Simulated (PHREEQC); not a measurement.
Ca(OH)2 is added in steps, without added water, to 1 kg of water holding 0.0026 mol HNO3, 0.00015 mol FeCl3 and 0.0015 mol CuCl2, at 25 °C. Oxygen is held at 0.21 atm. The system is closed to CO2. Solids allowed: Portlandite, Fe(OH)3(a), Cu(OH)2, Atacamite, Cu2(OH)3NO3. Others were left out.

Base run: PHREEQC, ion-association model, wateq4f.dat. Each further column changes one thing. The table gives pH.

```json
[
 {"Ca(OH)2 added (mol)": "0", "base": "2.60", "CuCl2 from 0.0015 to 0.00165 mol/kgw": "2.60", "FeCl3 left out": "2.62", "CuCl2 left out": "2.59", "no solid may form": "2.60"},
 {"Ca(OH)2 added (mol)": "0.000425", "base": "2.76", "CuCl2 from 0.0015 to 0.00165 mol/kgw": "2.76", "FeCl3 left out": "2.79", "CuCl2 left out": "2.75", "no solid may form": "2.76"},
 {"Ca(OH)2 added (mol)": "0.00085", "base": "3.01", "CuCl2 from 0.0015 to 0.00165 mol/kgw": "3.02", "FeCl3 left out": "3.08", "CuCl2 left out": "3.00", "no solid may form": "3.01"},
 {"Ca(OH)2 added (mol)": "0.001063", "base": "3.22", "CuCl2 from 0.0015 to 0.00165 mol/kgw": "3.22", "FeCl3 left out": "3.36", "CuCl2 left out": "3.21", "no solid may form": "3.22"},
 {"Ca(OH)2 added (mol)": "0.001488", "base": "4.26", "CuCl2 from 0.0015 to 0.00165 mol/kgw": "4.26", "FeCl3 left out": "5.35", "CuCl2 left out": "4.25", "no solid may form": "5.78"},
 {"Ca(OH)2 added (mol)": "0.001912", "base": "5.41", "CuCl2 from 0.0015 to 0.00165 mol/kgw": "5.36", "FeCl3 left out": "5.54", "CuCl2 left out": "10.84", "no solid may form": "6.58"},
 {"Ca(OH)2 added (mol)": "0.002338", "base": "5.67", "CuCl2 from 0.0015 to 0.00165 mol/kgw": "5.57", "FeCl3 left out": "6.06", "CuCl2 left out": "11.16", "no solid may form": "7.03"},
 {"Ca(OH)2 added (mol)": "0.00255", "base": "6.00", "CuCl2 from 0.0015 to 0.00165 mol/kgw": "5.77", "FeCl3 left out": "7.30", "CuCl2 left out": "11.26", "no solid may form": "7.25"},
 {"Ca(OH)2 added (mol)": "0.002975", "base": "7.42", "CuCl2 from 0.0015 to 0.00165 mol/kgw": "7.42", "FeCl3 left out": "10.49", "CuCl2 left out": "11.40", "no solid may form": "7.97"},
 {"Ca(OH)2 added (mol)": "0.0034", "base": "10.81", "CuCl2 from 0.0015 to 0.00165 mol/kgw": "10.59", "FeCl3 left out": "11.02", "CuCl2 left out": "11.51", "no solid may form": "10.71"}
]
```

The database's constant for dissolved Cu(OH)2 is higher than later reviews accept.  In at least one series the solution becomes supersaturated in solids that the run did not let form, among them Fe(OH)3(a), Cu(OH)2, Atacamite, Cu2(OH)3NO3. Solids allowed in the column 'FeCl3 left out': Portlandite, Cu(OH)2, Atacamite, Cu2(OH)3NO3. Solids allowed in the column 'CuCl2 left out': Portlandite, Fe(OH)3(a).
